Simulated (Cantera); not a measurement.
An isothermal, constant-pressure homogeneous reactor starts with CH4 : H2O : H2 = 1 : 0.42 : 1.8 (molar parts), at 1948 K and 0.132 atm.

Detailed kinetics in Cantera: GRI-Mech 3.0 (53 species, 325 reactions). GRI-Mech 3.0 stops at C3 and has no aromatics, soot or wall deposition, so with more carbon than oxygen in the feed, carbon stays in small species such as C2H2 where larger ones or solid carbon would form.

One state of this run: x CH4 = 0.00102; x H2O = 0.000531; x H2 = 0.843; x HCO = 1.38e-8; x HO2 = <1e-12. x: mole fraction; the columns are a selection and need not sum to one.

Task: Which value of t (s) does it belong to?
(A) 0.0725
(B) 0.166
(C) 0.873
(D) 0.381

Result: C, 0.873
